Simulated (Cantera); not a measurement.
Standard-state values (1 bar) from the NASA 1993 polynomials, evaluated with Cantera. Values are per mole of reaction as written; species without (g) are pure solids or liquids, kept so even where they would boil at 1 bar.

2 OH(g) + Ca → Ca(OH)2

| T (K) | ΔH° (kJ) | ΔS° (J/K) | ΔG° (kJ) | log10 K |
|---|---|---|---|---|
| 300 | ___ | ___ | ___ | ___ |
| 873 | -1056.0 | -311.5 | -784.0 | 46.91 |
| 898 | ___ | ___ | ___ | ___ |
| 923 | ___ | ___ | ___ | ___ |
| 948 | ___ | ___ | ___ | ___ |
| 973 | -1053.5 | -308.8 | -753.0 | 40.42 |

### Question
What belongs in the gaps?

### Answer

- 300, ΔH° (kJ): -1064.8
- 300, ΔS° (J/K): -326.6
- 300, ΔG° (kJ): -966.8
- 300, log10 K: 168.34
- 898, ΔH° (kJ): -1055.4
- 898, ΔS° (J/K): -310.8
- 898, ΔG° (kJ): -776.3
- 898, log10 K: 45.15
- 923, ΔH° (kJ): -1054.8
- 923, ΔS° (J/K): -310.1
- 923, ΔG° (kJ): -768.5
- 923, log10 K: 43.49
- 948, ΔH° (kJ): -1054.1
- 948, ΔS° (J/K): -309.5
- 948, ΔG° (kJ): -760.8
- 948, log10 K: 41.92
